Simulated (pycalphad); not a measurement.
Source of the numbers: pycalphad with the COST 507 light-alloy database (1999); pressure 1 atm. The database dates from 1999; later assessments differ in places, in temperatures and in the compounds included. Amounts are mole fractions of atoms.

Give the equilibrium state of Hf-91.7Ti-2.9B (at.%) at 952 °C.

bcc, fraction 0.944, with 94.2 Ti, 0.12 B at.%; BM, fraction 0.056, with 49.6 Ti, 50.0 B at.%.

Give the equilibrium state of Hf-91.7Ti-2.9B (at.%) at 1552 °C.


```
T = 1825.00 K, P = 101325 Pa, N = 1 mol of atoms
G = -117434 J/mol, H = 54537 J/mol, S = 94.23 J/(mol K)  (SER reference)
chemical potentials (J/mol): Hf -182021, Ti -110852, B -205290
phase             fraction      x(Hf)      x(Ti)       x(B)
BCC_A2              0.5454     0.0573     0.9407     0.0020
LIQUID              0.4546     0.0501     0.8886     0.0613
```

Database names, with the compositions (at.%) that they take in these runs: BM: Ti 49 B 50 Hf 0. BCC_A2 is bcc.
